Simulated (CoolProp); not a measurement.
Vapour-liquid equilibrium of methanol (1) + dimethyl carbonate (2) at 0.101 bar; x and y are mole fractions of (1).

Model: multi-fluid Helmholtz-energy mixture model, de Reuck 1993 and Zhou 2011; pair parameters Bell 2016, in CoolProp.

**Question.** Give the bubble temperature and the first vapour's composition at x = 0.35, 0.45, 0.85. Is there an azeotrope?

**Answer.** x = 0.35: 14.9 °C, y = 0.668; x = 0.45: 14.2 °C, y = 0.694; x = 0.85: 13.7 °C, y = 0.807. y crosses x between x = 0.75 and 0.85: the model has an azeotrope there.

The pair parameters rest on a limited set of measurements; away from them the model extrapolates.
